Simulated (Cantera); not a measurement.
Feed: 1 mol Fe₂O₃, a varied amount of H₂, 39 mol N₂, at 1923.15 K and 4.20 mbar.

Method: chemical equilibrium by Gibbs-energy minimisation in Cantera with the NASA 1993 tables (ideal gas, pure condensed phases). Candidate condensed phases: Fe, FeO, Fe(OH)₂, Fe(OH)₃, Fe₂O₃, Fe₃O₄, H₂O; 27 gas species. The tables' stoichiometric FeO is somewhat more stable than real wüstite, so its field is too wide. FeO: taken at fixed stoichiometry. Rates play no part.

Question: What share of the Fe ends up in condensed phases as a function of n(H₂) (mol), at 5.3, 12, 28, 66, 150, 350, 820?

Answer: 
```
n(H₂) (mol)  Fe condensed (%)      as
-----------  ----------------  ------
5.3                      44.0  FeO(l)
12                        5.8   Fe(l)
28                        0.0       -
66                        0.0       -
150                       0.0       -
350                       0.0       -
820                       0.0       -
```
